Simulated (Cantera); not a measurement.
A perfectly stirred reactor is fed with 3.82 % CH4, 0.351 % C2H6, 0.141 % C3H8, 8.70 % O2, 87.0 % N2, at 2100 Torr; it is adiabatic with a 675 K inlet, and is followed from long to short residence time, starting on the burning branch (τ in s: 0.056, 0.022, 0.009, 0.0036, 0.0014, 0.00057, 0.00023, 9e-05, 3.6e-05, 1.4e-05, 5.7e-06).

Detailed kinetics in Cantera: GRI-Mech 3.0 (53 species, 325 reactions).

x: mole fraction; the columns are a selection and need not sum to one.

| τ (s) | T (K) | x CH4 | x C2H6 | x C3H8 | x CO2 | x H | x CH2 | x C2H |
|---|---|---|---|---|---|---|---|---|
| 0.056 | 1615 | 0.000429 | 5.72e-6 | 4.40e-7 | 0.0374 | 5.47e-5 | ___ | 5.54e-9 |
| 0.022 | 1605 | 0.000493 | 8.71e-6 | 8.58e-7 | 0.0363 | 8.61e-5 | ___ | 7.59e-9 |
| 0.0090 | 1586 | 0.000652 | 1.43e-5 | 1.67e-6 | 0.0344 | 0.000124 | ___ | 9.08e-9 |
| 0.0036 | 675 | 0.0382 | 0.00351 | 0.00141 | <1e-12 | <1e-12 | <1e-12 | <1e-12 |
| 0.0014 | 675 | 0.0382 | 0.00351 | 0.00141 | <1e-12 | <1e-12 | <1e-12 | <1e-12 |
| 0.00057 | 675 | 0.0382 | 0.00351 | 0.00141 | <1e-12 | <1e-12 | <1e-12 | <1e-12 |
| 0.00023 | 675 | 0.0382 | 0.00351 | 0.00141 | <1e-12 | <1e-12 | <1e-12 | <1e-12 |
| 9.0e-5 | 675 | 0.0382 | 0.00351 | 0.00141 | <1e-12 | <1e-12 | <1e-12 | <1e-12 |
| 3.6e-5 | 675 | 0.0382 | 0.00351 | 0.00141 | <1e-12 | <1e-12 | <1e-12 | <1e-12 |
| 1.4e-5 | 675 | 0.0382 | 0.00351 | 0.00141 | <1e-12 | <1e-12 | <1e-12 | <1e-12 |
| 5.7e-6 | 675 | 0.0382 | 0.00351 | 0.00141 | <1e-12 | <1e-12 | <1e-12 | <1e-12 |

Question: Some entries are withheld; supply them.

Answer: 
- 0.056, x CH2: 3.24e-7
- 0.022, x CH2: 6.34e-7
- 0.0090, x CH2: 1.09e-6
